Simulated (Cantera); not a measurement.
Input (Python, Cantera) and output of one run.

```python
import numpy as np
import cantera as ct

gas_names = """
    H HO2 H2 H2O H2O2 O OH O2 O3
""".split()
cond_names = """
    H2O(s) H2O(L)
""".split()


def load(file, names, dense=False):
    # The tables refer to 1 bar. Condensed volumes are neglected.
    table = {s.name: s for s in ct.Species.list_from_file(file)}
    out = []
    for n in names:
        d = dict(table[n].input_data)
        d["thermo"] = dict(d["thermo"], **{"reference-pressure": 1e5})
        if dense:
            d["equation-of-state"] = {"model": "constant-volume", "density": "1e6 g/cm^3"}
        out.append(ct.Species.from_dict(d))
    return out


gas = ct.Solution(thermo="ideal-gas", species=load("nasa_gas.yaml", gas_names))
cond = {s.name: ct.Solution(thermo="fixed-stoichiometry", species=[s], name=s.name)
        for s in load("nasa_condensed.yaml", cond_names, dense=True)}
atoms = {
    'H2O': {'H': 2, 'O': 1},
    'O2': {'O': 2},
}
top_T = {}  # K; cautious upper limits of use, not melting points


def equilibrate(T, P, feed):
    n = {}
    for name, mol in feed.items():
        for a, k in atoms[name].items():
            n[a] = n.get(a, 0.0) + k * mol
    gas.TPX = T, P, n
    mass = sum(n.values()) * gas.mean_molecular_weight
    gas.equilibrate("TP")
    valid = [c for c in cond.values() if c.min_temp <= T <= top_T.get(c.name, c.max_temp)]
    mix = ct.Mixture([(gas, mass / gas.mean_molecular_weight)] + [(c, 0.0) for c in valid])
    mix.T, mix.P = T, P
    mix.equilibrate("TP", solver="vcs", rtol=1e-11, max_steps=5000)
    return mix


results = []
feed = {'H2O': 1, 'O2': 1.1}  # mol
P = 15000  # Pa
for T in [2323, 2398, 2473, 2548, 2623, 2698, 2773, 2848, 2923, 2998, 3073, 3148]:
    mix = equilibrate(T, P, feed)
    results.append((T, P, feed, dict(zip(mix.species_names, mix.species_moles))))
    x = sorted(zip(gas.X, gas.species_names), reverse=True)
    print(f"T = {T:g} K  P = {P:g} Pa  gas = {mix.phase_moles(0):.4g} mol")
    print("   x: " + "  ".join(f"{s} {v:.3e}" for v, s in x if v > 1e-05))
    print("   condensed (mol): " + ("  ".join(f"{mix.phase(i).name} {mix.phase_moles(i):.4g}"
          for i in range(1, mix.n_phases) if mix.phase_moles(i) > 1e-12) or "none"))
```

It prints:

```
T = 2323 K  P = 15000 Pa  gas = 2.136 mol
   x: O2 5.037e-01  H2O 4.466e-01  OH 3.370e-02  O 1.039e-02  H2 3.840e-03  H 1.742e-03  HO2 2.218e-05
   condensed (mol): none
T = 2398 K  P = 15000 Pa  gas = 2.151 mol
   x: O2 4.964e-01  H2O 4.361e-01  OH 4.316e-02  O 1.561e-02  H2 5.678e-03  H 3.065e-03  HO2 2.697e-05
   condensed (mol): none
T = 2473 K  P = 15000 Pa  gas = 2.171 mol
   x: O2 4.870e-01  H2O 4.227e-01  OH 5.414e-02  O 2.282e-02  H2 8.149e-03  H 5.197e-03  HO2 3.213e-05
   condensed (mol): none
T = 2548 K  P = 15000 Pa  gas = 2.199 mol
   x: O2 4.751e-01  H2O 4.059e-01  OH 6.652e-02  O 3.253e-02  H2 1.136e-02  H 8.512e-03  HO2 3.750e-05
   condensed (mol): none
T = 2623 K  P = 15000 Pa  gas = 2.235 mol
   x: O2 4.605e-01  H2O 3.852e-01  OH 8.005e-02  O 4.526e-02  H2 1.538e-02  H 1.349e-02  HO2 4.283e-05
   condensed (mol): none
T = 2698 K  P = 15000 Pa  gas = 2.283 mol
   x: O2 4.428e-01  H2O 3.604e-01  OH 9.426e-02  O 6.153e-02  H 2.071e-02  H2 2.023e-02  HO2 4.780e-05
   condensed (mol): none
T = 2773 K  P = 15000 Pa  gas = 2.344 mol
   x: O2 4.218e-01  H2O 3.311e-01  OH 1.085e-01  O 8.181e-02  H 3.083e-02  H2 2.581e-02  HO2 5.201e-05
   condensed (mol): none
T = 2848 K  P = 15000 Pa  gas = 2.422 mol
   x: O2 3.974e-01  H2O 2.977e-01  OH 1.220e-01  O 1.064e-01  H 4.453e-02  H2 3.187e-02  HO2 5.506e-05
   condensed (mol): none
T = 2923 K  P = 15000 Pa  gas = 2.521 mol
   x: O2 3.697e-01  H2O 2.607e-01  O 1.356e-01  OH 1.336e-01  H 6.237e-02  H2 3.802e-02  HO2 5.653e-05
   condensed (mol): none
T = 2998 K  P = 15000 Pa  gas = 2.643 mol
   x: O2 3.391e-01  H2O 2.212e-01  O 1.691e-01  OH 1.423e-01  H 8.467e-02  H2 4.366e-02  HO2 5.613e-05
   condensed (mol): none
T = 3073 K  P = 15000 Pa  gas = 2.791 mol
   x: O2 3.060e-01  O 2.065e-01  H2O 1.810e-01  OH 1.469e-01  H 1.113e-01  H2 4.813e-02  HO2 5.371e-05
   condensed (mol): none
T = 3148 K  P = 15000 Pa  gas = 2.966 mol
   x: O2 2.714e-01  O 2.471e-01  OH 1.469e-01  H2O 1.421e-01  H 1.417e-01  H2 5.076e-02  HO2 4.938e-05
   condensed (mol): none
```

Method: chemical equilibrium by Gibbs-energy minimisation in Cantera with the NASA 1993 tables (ideal gas, pure condensed phases).
